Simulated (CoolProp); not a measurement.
Saturated liquid density (kg/m³) of carbon dioxide: the reference equation beside estimates from Tc = 304.1 K, pc = 7.377 MPa, ω = 0.224. Rackett uses Z = 0.29056 − 0.08775 ω.

Model: reference Helmholtz-energy equation of state, Span 1996, in CoolProp.

| T (K) | reference | Rackett | van der Waals | Redlich-Kwong | Peng-Robinson |
|---|---|---|---|---|---|
| 223.8 | 1152 | 1157 | 709.1 | 1020 | 1200 |
| 228.1 | 1136 | 1141 | 699.3 | 1003 | 1181 |
| 232.3 | 1120 | 1125 | 689.4 | 984.8 | 1162 |
| 236.5 | 1103 | 1109 | 679.1 | 966.3 | 1142 |
| 240.7 | 1086 | 1092 | 668.5 | 947.3 | 1120 |
| 245 | 1068 | 1074 | 657.3 | 927.0 | 1097 |
| 249.2 | 1050 | 1056 | 645.8 | 906.4 | 1074 |
| 253.4 | 1031 | 1037 | 633.9 | 885.0 | 1049 |
| 257.6 | 1011 | 1017 | 621.5 | 862.6 | 1023 |
| 261.9 | 989.3 | 996.3 | 608.2 | 838.6 | 994.9 |
| 266.1 | 967.4 | 974.7 | 594.5 | 813.9 | 965.5 |
| 270.3 | 944.1 | 951.9 | 579.9 | 787.9 | 934.0 |
| 274.5 | 919.2 | 927.5 | 564.5 | 760.3 | 900.1 |
| 278.8 | 891.7 | 900.6 | 547.4 | 730.0 | 862.6 |
| 283 | 862.2 | 871.9 | 529.4 | 698.0 | 822.5 |

Absolute difference from the reference over all 15 rows, mean and median: Rackett 0.7 and 0.6 %, van der Waals 38.5 and 38.5 %, Redlich-Kwong 14.5 and 14.2 %, Peng-Robinson 2.6 and 2.7 %.
